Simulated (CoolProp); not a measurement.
Properties of propylene along the isotherm 416.7 K (Tc = 364.2 K, pc = 45.55 bar, ω = 0.146).

Values from CoolProp's reference Helmholtz-energy equation of state, Lemmon 2013.

```csv
p (bar),phase,density (kg/m³),cv (kJ/(kg K))
19,gas,25.57,1.807
38,gas,58.08,1.851
56.9,supercritical,102.5,1.908
75.9,supercritical,168.3,1.966
94.9,supercritical,243.7,1.973
114,supercritical,295.8,1.953
133,supercritical,328.4,1.938
152,supercritical,351.3,1.929
171,supercritical,368.7,1.924
190,supercritical,382.9,1.920
209,supercritical,394.7,1.918
228,supercritical,404.9,1.918
```
